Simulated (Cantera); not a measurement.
A perfectly stirred reactor is fed with H2 : O2 : N2 : H2O : CO2 = 1 : 0.5 : 3.55 : 0.92 : 0.014 (molar parts), equivalence ratio 1.0, at 101000 Pa; it is adiabatic with a 725 K inlet, and is followed from long to short residence time, starting on the burning branch (τ in s: 0.04, 0.019, 0.0091, 0.0043, 0.002, 0.00097, 0.00046, 0.00022, 0.0001, 4.9e-05, 2.3e-05, 1.1e-05).

Computed with Cantera and GRI-Mech 3.0 (53 species, 325 reactions).

Q: Predict: blow-out, bracketed by the residence times tried; x(H2) at τ = 40.0 ms; x(O2) at τ = 40.0 ms; x(H2O) at τ = 40.0 ms; x(N2O) at τ = 40.0 ms; x(OH) at τ = 40.0 ms; x(H2) at τ = 0.460 ms; x(O2) at τ = 0.460 ms; x(H2O) at τ = 0.460 ms; x(N2O) at τ = 0.460 ms; x(OH) at τ = 0.460 ms.

A: 
```
Item                                                                          Result
------------------------------------------------  ----------------------------------
blow-out, bracketed by the residence times tried  burning at 49.0 µs, out at 23.0 µs
x(H2) at τ = 40.0 ms                                                         0.00709
x(O2) at τ = 40.0 ms                                                         0.00319
x(H2O) at τ = 40.0 ms                                                          0.340
x(N2O) at τ = 40.0 ms                                                        6.04e-8
x(OH) at τ = 40.0 ms                                                         0.00208
x(H2) at τ = 0.460 ms                                                         0.0245
x(O2) at τ = 0.460 ms                                                         0.0125
x(H2O) at τ = 0.460 ms                                                         0.311
x(N2O) at τ = 0.460 ms                                                       6.24e-8
x(OH) at τ = 0.460 ms                                                        0.00527
```
